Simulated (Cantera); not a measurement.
An isothermal, constant-pressure homogeneous reactor starts with 21.3 % C3H8, 78.7 % H2, at 1650 K and 0.370 bar.

Cantera simulation using GRI-Mech 3.0 (53 species, 325 reactions); the numbers are that mechanism's predictions, not measurements. GRI-Mech 3.0 was tuned for natural gas; its chemistry of propane as a main component is partial and can be far from experiment. GRI-Mech 3.0 stops at C3 and has no aromatics, soot or wall deposition, so with more carbon than oxygen in the feed, carbon stays in small species such as C2H2 where larger ones or solid carbon would form.

x: mole fraction; the columns are a selection and need not sum to one.

```tsv
t (s)	x C3H8	x H2	x C2H6	x CH2	x CH4	x C2H4	x C2H
1.00e-6	0.208	0.785	0.000162	1.89e-7	0.000570	0.00134	<1e-12
2.68e-6	0.196	0.777	0.000875	3.06e-6	0.00472	0.00914	1.57e-11
7.20e-6	0.147	0.748	0.00464	1.21e-5	0.0316	0.0447	1.56e-9
1.93e-5	0.0487	0.690	0.0119	1.12e-5	0.105	0.120	4.47e-8
5.18e-5	…	0.666	…	…	0.152	…	…
0.000139	6.75e-5	0.673	0.00151	5.35e-7	0.155	0.116	1.09e-7
0.000373	7.16e-7	0.680	0.000310	1.23e-7	0.153	0.0921	6.83e-8
0.00100	…	0.689	…	…	0.149	…	…
0.00268	6.80e-8	0.699	6.77e-5	4.64e-8	0.143	0.0307	7.29e-8
0.00720	3.18e-8	0.709	5.99e-5	4.88e-8	0.137	0.00646	9.07e-8
0.0193	2.36e-8	0.716	5.24e-5	4.70e-8	0.127	0.00359	9.56e-8
0.0518	1.63e-8	0.730	3.88e-5	4.18e-8	0.107	0.00357	1.02e-7
0.139	7.97e-9	0.752	2.08e-5	3.25e-8	0.0749	0.00363	1.12e-7
0.373	3.13e-9	0.775	8.12e-6	2.11e-8	0.0421	0.00377	1.26e-7
1.00	1.61e-9	0.787	3.99e-6	1.38e-8	0.0248	0.00387	1.35e-7
```

### Question
Fill in the missing entries.

### Answer

- 5.18e-5, x C3H8: 0.00307
- 5.18e-5, x C2H6: 0.00603
- 5.18e-5, x CH2: 3.12e-6
- 5.18e-5, x C2H4: 0.138
- 5.18e-5, x C2H: 1.57e-7
- 0.00100, x C3H8: 1.34e-7
- 0.00100, x C2H6: 9.15e-5
- 0.00100, x CH2: 5.05e-8
- 0.00100, x C2H4: 0.0651
- 0.00100, x C2H: 5.66e-8
